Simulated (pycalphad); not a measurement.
# Phase fractions of Al-0.26Mg-3.7Si (at.%)

CALPHAD calculation (pycalphad, COST 507 light-alloy database (1999)), 1 atm. These are 1990s assessments: newer ones move some temperatures and phases. Phase fractions are per mole of atoms. Diffusion is slow at the low end, where real alloys seldom reach equilibrium.

```tsv
T (K)	LIQUID	FCC_A1	DIAMOND_A4	MG2SI
950	1.000	-	-	-
900	0.700	0.300	-	-
850	0.220	0.780	-	-
800	-	0.973	0.027	-
750	-	0.969	0.031	-
700	-	0.966	0.033	0.001
650	-	0.963	0.034	0.002
600	-	0.962	0.035	0.003
550	-	0.961	0.035	0.003
500	-	0.961	0.036	0.004
450	-	0.960	0.036	0.004
400	-	0.960	0.036	0.004
350	-	0.960	0.036	0.004
```

Database names, with the compositions (at.%) that they take in these runs: MG2SI: Mg 67 Si 33. FCC_A1 is fcc; DIAMOND_A4 is diamond (Si).
